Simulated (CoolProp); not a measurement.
A single-stage vapour-compression cycle with R124: evaporating at 326.15 K (dew point), condensing at 364.15 K (bubble point), superheat 10 K, subcooling 0 K, compressor efficiency 0.9, no pressure losses. Each further row changes one setting.

Values from CoolProp's reference Helmholtz-energy equation of state, de Vries 1995.

```
case                              cooling COP  pressure ratio  discharge temperature (K)  refrigerating effect (kJ/kg)  volumetric capacity (kJ/m³)
--------------------------------  -----------  --------------  -------------------------  ----------------------------  ---------------------------
as stated                                5.54            2.37                      372.5                          88.1                         4300
evaporating temperature 331.15 K         6.69               ?                      372.8                          90.7                         5030
condensing temperature 359.15 K          6.76               ?                      367.6                          95.1                            ?
subcooling 5 K                           6.00            2.37                      372.5                          95.3                            ?
superheat 20 K                           5.74            2.37                      381.4                          97.1                         4500
compressor efficiency 0.8                   ?            2.37                      374.2                          88.1                         4300
```

### Question
Some entries are withheld; supply them.

### Answer

- evaporating temperature 331.15 K, pressure ratio: 2.09
- condensing temperature 359.15 K, pressure ratio: 2.14
- condensing temperature 359.15 K, volumetric capacity (kJ/m³): 4640
- subcooling 5 K, volumetric capacity (kJ/m³): 4650
- compressor efficiency 0.8, cooling COP: 4.93
